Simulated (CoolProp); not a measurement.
CF4 (R14) at 298.15 K and 2.78 MPa flows at 0.35 m/s in a round tube of 1 mm bore and 1.5 µm roughness, fully developed (64/Re and Nu = 3.66 if laminar; Colebrook and Gnielinski if turbulent). Each further row changes one setting.

Values from CoolProp's reference Helmholtz-energy equation of state, Platzer 1990. This equation is an older, rougher fit.

```tsv
case	Reynolds number	Darcy friction factor	pressure drop (Pa/m)	heat-transfer coefficient (W/(m² K))	mass flow (kg/h)
as stated	2020	0.0317	213	63.8	0.109
velocity 0.7 m/s	4040	0.0413	1110	256	0.218
diameter 2 mm	4040	0.0406	136	125	0.435
```

Viscosity comes from a separate model (Huber 2003), an estimate that may be off by 10 % or more. Thermal conductivity comes from a separate model (Huber 2003), an estimate that may be off by 10 % or more.
